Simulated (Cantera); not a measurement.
Charge: 1 mol Pb, 22 mol H₂O, 8.4 mol CO, at 1725 °C and 62.0 Pa.

Equilibrium computed with Cantera from the NASA thermochemical tables; the gas is ideal and each condensed phase is pure. Candidate condensed phases: C, C₆H₆, C₇H₈, C₈H₁₈, H₂O, Pb, PbO, PbO₂, Pb₃O₄; 113 gas species. Kinetics and transport are ignored.

Base state: H₂O 0.543, CO 0.135, H₂ 0.127, CO₂ 0.127, Pb 0.0306, H 0.0230, OH 0.00979, O₂ 0.00240 (mole fractions); condensed: gas only.

### Question
What changes in the equilibrium state with this change: temperature from 1725 °C to 1102 °C?

### Answer
```
species   before    after
-------  -------  -------
H₂O        0.543    0.537
CO₂        0.127    0.164
H₂         0.127    0.164
CO         0.135    0.104
H         0.0230  5.57e-5
Pb        0.0306   0.0318
O₂       0.00240  1.62e-9
O        0.00130  1.03e-9
```

### Question
What changes in the equilibrium state with this change: CO from 8.4 to 5.4 mol?

### Answer
| species | before | after |
|---|---|---|
| H₂O | 0.543 | 0.630 |
| H₂ | 0.127 | 0.110 |
| CO₂ | 0.127 | 0.103 |
| CO | 0.135 | 0.0825 |
| OH | 0.00979 | 0.0122 |
| Pb | 0.0306 | 0.0335 |
| H | 0.0230 | 0.0214 |
| O₂ | 0.00240 | 0.00429 |
| PbO | 0.000592 | 0.000868 |
| O | 0.00130 | 0.00174 |
